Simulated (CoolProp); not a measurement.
The fluid at 369.74 K and 1.03 MPa expands adiabatically to 0.254 MPa with isentropic efficiency 0.8. The same conditions are run with several fluids, on thermodynamics alone (safety and materials aside).

Values from CoolProp's reference Helmholtz-energy equation of state of each fluid (R21: Platzer 1990; carbon dioxide: Span 1996; fluoroethane (R161): Wu 2012; nitrogen: Span 2000; c-C4F8 (RC318): Platzer 1990). The equations of Platzer and Polt are older, rougher fits.

```tsv
fluid	work (kJ/kg)	final temperature (K)	final density (kg/m³)
R21	26.9	(withheld)	10.8
carbon dioxide	(withheld)	290.2	(withheld)
fluoroethane (R161)	61.6	316.7	4.79
nitrogen	(withheld)	271.8	(withheld)
c-C4F8 (RC318)	(withheld)	344.8	18.6
```

Question: Complete the blanks.

Answer: 
- R21, final temperature (K): 310.7
- carbon dioxide, work (kJ/kg): 66.0
- carbon dioxide, final density (kg/m³): 4.70
- nitrogen, work (kJ/kg): 101
- nitrogen, final density (kg/m³): 3.15
- c-C4F8 (RC318), work (kJ/kg): 14.9
